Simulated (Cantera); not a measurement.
Input: 1 mol CH₃SiCl₃, 0.047 mol HCl, 110 mol H₂, equilibrated at 345 Torr.

Method: chemical equilibrium by Gibbs-energy minimisation in Cantera with the NASA 1993 tables (ideal gas, pure condensed phases). Candidate condensed phases: C, C₆H₆, C₇H₈, C₈H₁₈, Si, SiC; 109 gas species. The feed counts by its element totals alone. The tables' values for SiCl₃ are old estimates; treat these amounts as uncertain. The numbers say what is thermodynamically allowed, not how fast it happens.

### Question
At 1325 K, list the 5 most abundant gas species with their mole fractions, and the condensed phases.

### Answer
H₂ 0.973, HCl 0.0265, CH₄ 0.000180, SiCl₂ 0.000108, SiHCl₃ 2.96e-5. Condensed: SiC(s).
